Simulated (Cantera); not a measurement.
An isothermal, constant-pressure homogeneous reactor starts with NO : N2 = 1 : 17 (molar parts), at 1875 K and 82.5 Torr.

Computed with Cantera and GRI-Mech 3.0 (53 species, 325 reactions).

x: mole fraction; the columns are a selection and need not sum to one.

```json
[
 {"t (s)": "2.00e-6", "x NO": "0.0556", "x O2": "<1e-12", "x N2O": "3.00e-10", "x NO2": "<1e-12", "x N2": "0.944"},
 {"t (s)": "1.78e-5", "x NO": "0.0556", "x O2": "<1e-12", "x N2O": "…", "x NO2": "1.70e-12", "x N2": "0.944"},
 {"t (s)": "0.000159", "x NO": "0.0556", "x O2": "9.23e-12", "x N2O": "…", "x NO2": "1.31e-10", "x N2": "0.944"},
 {"t (s)": "0.00142", "x NO": "0.0556", "x O2": "7.52e-10", "x N2O": "…", "x NO2": "8.43e-9", "x N2": "0.944"},
 {"t (s)": "0.0126", "x NO": "0.0556", "x O2": "7.88e-8", "x N2O": "…", "x NO2": "2.51e-7", "x N2": "0.944"},
 {"t (s)": "0.113", "x NO": "0.0555", "x O2": "1.18e-5", "x N2O": "1.32e-6", "x NO2": "2.04e-6", "x N2": "0.944"},
 {"t (s)": "1.01", "x NO": "0.0550", "x O2": "0.000239", "x N2O": "1.30e-6", "x NO2": "2.62e-6", "x N2": "0.945"},
 {"t (s)": "8.97", "x NO": "0.0504", "x O2": "0.00253", "x N2O": "…", "x NO2": "4.38e-6", "x N2": "0.947"},
 {"t (s)": "80.0", "x NO": "0.0160", "x O2": "0.0197", "x N2O": "…", "x NO2": "3.52e-6", "x N2": "0.964"}
]
```

Task: Some entries are withheld; supply them.

Result: 
- 1.78e-5, x N2O: 2.67e-9
- 0.000159, x N2O: 2.36e-8
- 0.00142, x N2O: 1.96e-7
- 0.0126, x N2O: 1.01e-6
- 8.97, x N2O: 1.08e-6
- 80.0, x N2O: 1.39e-7
